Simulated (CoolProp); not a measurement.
Saturation properties of carbonyl sulfide.

The numbers come from the reference Helmholtz-energy equation of state, Lemmon 2006 in CoolProp. It is a short technical equation, of lower accuracy than the large ones.

| T (K) | p (MPa) | vapour density (kg/m³) | enthalpy of vaporisation (kJ/kg) | liquid cp (kJ/(kg K)) | surface tension (mN/m) |
|---|---|---|---|---|---|
| 253.7 | 0.3478 | 10.62 | 286.7 | 1.229 | 15.2 |
| 257.6 | 0.3975 | 12.04 | 283.6 | 1.237 | 14.6 |
| 261.5 | 0.4524 | 13.60 | 280.4 | 1.246 | 13.9 |
| 265.3 | 0.5112 | 15.26 | 277.2 | 1.255 | 13.3 |
| 269.2 | 0.5772 | 17.12 | 273.8 | 1.265 | 12.7 |
| 273.1 | 0.6493 | 19.16 | 270.3 | 1.276 | 12.0 |
| 276.9 | 0.7258 | 21.32 | 266.8 | 1.288 | 11.4 |
| 280.8 | 0.8110 | 23.72 | 263.1 | 1.300 | 10.8 |
| 284.6 | 0.9009 | 26.27 | 259.4 | 1.313 | 10.2 |
| 288.5 | 1.001 | 29.11 | 255.5 | 1.328 | 9.63 |
| 292.4 | 1.108 | 32.18 | 251.4 | 1.344 | 9.05 |
| 296.2 | 1.221 | 35.43 | 247.3 | 1.360 | 8.50 |

It boils at 223.0 K under 1 atm.

Surface tension comes from a separate correlation (Mulero 2012).
